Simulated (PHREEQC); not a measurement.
PHREEQC input (ion-association model, wateq4f.dat):

```
SOLUTION_SPECIES
  2 NO3- + 12 H+ + 10 e- = N2 + 6 H2O  # shut off: nitrate stays nitrate
    -log_k -100
    -delta_h 0
    -analytic -100
SOLUTION 1
  temp 20
  units mmol/kgw
  pH 7 charge
  K 46
  Si 0.077
  S(6) 0.11
  Cu(2) 0.11
SOLUTION 2
  temp 20
  units mmol/kgw
  pH 7 charge
  N(5) 33.31
  Ag 33
  S(6) 5.8
  Na 11.6
END
SELECTED_OUTPUT 1
  -reset false
  -pH true
  -pe true
  -ionic_strength true
  -water true
  -totals Ag Cu K N Na S Si Cu(1) Cu(2) N(5)
    N(3) N(0) N(-3) S(-2) S(6)
  -molalities H+ Ag+ Cu+2 K+ NO3- Na+ SO4-2 H4SiO4 H3SiO4- H2SiO4-2
    NH3 NaSO4- KSO4- HSO4- H2S HS- S-2 O2 NH4+ NH4SO4-
    OH- Cu+ CuOH+ Cu(OH)2 Cu(OH)3- Cu(OH)4-2 Cu2(OH)2+2 CuSO4 Cu(HS)3- NO2-
    AgHS Ag(HS)2- AgOH Ag(OH)2- AgSO4- AgNO3 Ag(NO2)2-
  -equilibrium_phases Cu(OH)2 Brochantite Antlerite Cu2(OH)3NO3 Ag2O Ag2SO4 SiO2(a) Mirabilite Chalcanthite
PRINT
  -reset false
MIX 1
  1 1
  2 0
EQUILIBRIUM_PHASES 1
  Cu(OH)2 0 0
  Brochantite 0 0
  Antlerite 0 0
  Cu2(OH)3NO3 0 0
  Ag2O 0 0
  Ag2SO4 0 0
  SiO2(a) 0 0
  Mirabilite 0 0
  Chalcanthite 0 0
  O2(g) -0.68 10
END
# ... the last block is repeated for the other 10 points of share of solution B
```

Selected output (columns that matter, 11 of 11 rows; share of solution B added in front):

```
share of solution B	pH	mu	Ag	Cu	K	N	Na	S	Si	m_H+	m_Ag+	Cu(OH)2	Brochantite	Ag2O
0	12.741	0.046118	0	3.0664e-05	0.046	0	0	0.00011	7.7e-05	2.1151e-13	0	7.9336e-05	0	0
0.1	12.661	0.043109	1.5303e-05	2.6162e-05	0.041399	0.0033309	0.00116	0.00067898	6.9298e-05	2.5364e-13	5.9567e-07	7.2838e-05	0	0.0016423
0.2	12.562	0.040117	1.2864e-05	2.2363e-05	0.036798	0.0066616	0.0023199	0.0012479	6.1596e-05	3.1782e-13	7.4522e-07	6.5636e-05	0	0.0032936
0.3	12.431	0.037145	1.0532e-05	1.9248e-05	0.032197	0.0099921	0.0034797	0.0018168	5.3895e-05	4.2793e-13	1.0018e-06	5.7751e-05	0	0.0049447
0.4	12.24	0.034193	8.4921e-06	1.6802e-05	0.027597	0.013322	0.0046394	0.0023857	4.6194e-05	6.6116e-13	1.5451e-06	4.9196e-05	0	0.0065958
0.5	11.886	0.031264	7.884e-06	1.5011e-05	0.022997	0.016652	0.0057991	0.0029546	3.8494e-05	1.4878e-12	3.4708e-06	3.9987e-05	0	0.0082461
0.6	9.2136	0.029946	0.001695	1.4057e-05	0.018397	0.019983	0.0069588	0.0035234	3.0795e-05	6.9883e-10	0.0016288	2.9941e-05	0	0.0090523
0.7	8.4662	0.034421	0.0095767	1.1769e-05	0.013798	0.023314	0.008119	0.0040872	2.3097e-05	3.9302e-09	0.0091855	0	5.3074e-06	0.006761
0.8	8.2094	0.038874	0.017488	8.6705e-06	0.0091992	0.026646	0.0092792	0.0046583	1.5399e-05	7.1399e-09	0.016729	0	3.3322e-06	0.0044554
0.9	8.0515	0.043282	0.025401	7.1859e-06	0.0045998	0.029978	0.01044	0.0052298	7.6997e-06	1.0321e-08	0.024239	0	9.5345e-07	0.0021489
1	3.6508	0.047588	0.033	0	0	0.03331	0.0116	0.0058	0	0.0002608	0.031428	0	0	0
```

Species that the database lacks are ignored. The database's constant for dissolved Cu(OH)2 is higher than later reviews accept.
